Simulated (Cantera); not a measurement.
An isothermal, constant-pressure homogeneous reactor starts with 0.136 % CO, 2.72 % O2, 0.107 % H2O, 97.0 % N2, at 1398 K and 0.220 bar.

Cantera simulation using GRI-Mech 3.0 (53 species, 325 reactions); the numbers are that mechanism's predictions, not measurements.

One state of this run: x CO = 0.000626; x O2 = 0.0266; x H2O = 0.000996; x H2 = 7.69e-6; x NO2 = 1.59e-11. x: mole fraction; the columns are a selection and need not sum to one.

Q: Which value of t (s) does it belong to?
(A) 0.0418
(B) 0.900
(C) 0.00900
(D) 4.18

A: A, 0.0418
